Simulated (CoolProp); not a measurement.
Vapour-liquid equilibrium of dimethyl ether (1) + chloromethane (R40) (2) at 248.4 K; x and y are mole fractions of (1).

Values from CoolProp's multi-fluid Helmholtz-energy mixture model, Wu 2011 and Thol 2014; pair parameters Bell 2016.

```tsv
x	bubble pressure, mixture model (MPa)	bubble pressure, Raoult's law (MPa)	y, mixture model	y, Raoult's law
0.05	0.09704	0.09814	0.042	0.052
0.2	0.09478	0.09866	0.182	0.206
0.35	0.09349	0.09919	0.340	0.358
0.5	0.09336	0.09972	0.507	0.509
0.65	0.09446	0.1002	0.674	0.658
0.8	0.09678	0.1008	0.828	0.806
0.95	0.1002	0.1013	0.961	0.952
```

The largest gap from Raoult's law is -6.4 % in bubble pressure, at x = 0.5. y crosses x between x = 0.35 and 0.5: the model has an azeotrope there.

The pair parameters rest on a limited set of measurements; away from them the model extrapolates.
